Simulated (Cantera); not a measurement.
Source: NASA polynomial tables (part measured, part estimated), evaluated in Cantera. Values are per mole of reaction as written; species without (g) are pure solids or liquids, kept so even where they would boil at 1 bar.

CO(g) + Al2O(g) → CO2(g) + 2 Al

```tsv
T (K)	ΔH° (kJ)	ΔS° (J/K)	ΔG° (kJ)	log10 K	condensed phases
300	-137.8	-179.6	-83.9	14.61	Al(s)
623	…	…	…	…	Al(s)
723	…	…	…	…	Al(s)
823	-130.7	-167.3	7.0	-0.44	Al(s)
923	-128.2	-164.4	23.6	-1.34	Al(s)
1023	…	…	…	…	Al(l)
```

### Question
Complete the blanks.

### Answer

- 623, ΔH° (kJ): -134.5
- 623, ΔS° (J/K): -172.5
- 623, ΔG° (kJ): -27.0
- 623, log10 K: 2.26
- 723, ΔH° (kJ): -132.8
- 723, ΔS° (J/K): -170.0
- 723, ΔG° (kJ): -9.9
- 723, log10 K: 0.71
- 1023, ΔH° (kJ): -104.3
- 1023, ΔS° (J/K): -139.0
- 1023, ΔG° (kJ): 37.9
- 1023, log10 K: -1.93
